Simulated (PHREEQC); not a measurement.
Na3PO4 is added in steps, without added water, to 1 kg of water holding 0.0066 mol/kgw HF, 0.2 mol/kgw NaF and 9.2e-05 mol/kgw HCl, at 66 °C. O2 is buffered at 0.21 atm. The system is closed to CO2. Solids allowed: Halite. Others were left out.

Base run: PHREEQC, ion-association model, phreeqc.dat. Each further column changes one thing. The table gives pH.

| Na3PO4 added (mol) | base | HF left out | diluted 5-fold with water | diluted 10-fold with water | no solid may form |
|---|---|---|---|---|---|
| 0 | 5.05 | … | 4.97 | 4.97 | 5.05 |
| 0.041 | 10.93 | … | 11.06 | 11.08 | 10.93 |
| 0.082 | 11.10 | … | 11.18 | 11.19 | 11.10 |
| 0.1025 | 11.14 | 11.19 | 11.21 | 11.22 | 11.14 |
| 0.1435 | 11.20 | … | 11.25 | 11.26 | 11.20 |
| 0.1845 | 11.23 | … | 11.28 | 11.28 | 11.23 |
| 0.2255 | 11.26 | 11.30 | 11.30 | 11.30 | 11.26 |
| 0.2665 | 11.29 | 11.32 | 11.32 | 11.32 | 11.29 |
| 0.3075 | 11.31 | 11.34 | 11.34 | 11.34 | 11.31 |
| 0.328 | 11.32 | 11.35 | 11.34 | 11.35 | 11.32 |
| 0.369 | 11.34 | 11.36 | 11.36 | 11.36 | 11.34 |
| 0.41 | 11.35 | 11.38 | 11.37 | 11.38 | 11.35 |

Q: What belongs in the gaps?

A: 
- 0, HF left out: 6.91
- 0.041, HF left out: 11.02
- 0.082, HF left out: 11.16
- 0.1435, HF left out: 11.24
- 0.1845, HF left out: 11.27

The ionic strength passes 0.7 mol/kgw, the rough limit of the ion-association models, in part of: base; HF left out; diluted 5-fold with water; diluted 10-fold with water; no solid may form. Constants without temperature data keep their 25 °C values here.
